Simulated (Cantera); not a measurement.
A closed system holds: 1 mol FeS, 0.82 mol O2, 2.5 mol H2O, held at 1098.15 K and 10.0 Torr.

These are equilibrium values from Cantera (NASA tables, ideal gas, pure condensed phases), not measurements of a reactor. Candidate condensed phases: Fe, FeO, Fe(OH)2, Fe(OH)3, FeS, FeSO4, FeS2, Fe2O3, Fe2(SO4)3, Fe3O4, H2O, H2SO4, S; 22 gas species. Mutual solubility and eutectic melting of coexisting phases are not modelled. FeS: taken at fixed stoichiometry. Gases not in the tables: S3 to S7. The numbers say what is thermodynamically allowed, not how fast it happens.

Base state: H2O 0.804, SO2 0.150, S2 0.0195, H2 0.0141, H2S 0.0118, S2O 0.000385, SO 0.000104, SH 3.04e-5 (mole fractions); condensed: FeS(s) + Fe3O4(s).

**Question.** What changes in the equilibrium state with this change: pressure from 10.0 Torr to 9000 Torr?

**Answer.** 
```tsv
species	before	after
H2O	0.804	0.811
SO2	0.150	0.158
H2S	0.0118	0.0236
S2	0.0195	0.00521
H2	0.0141	0.00183
SO	0.000104	1.40e-5
SH	3.04e-5	5.63e-6
S2O	0.000385	0.000802
FeS(s), mol	0.391	0.422
Fe3O4(s), mol	0.203	0.193
```
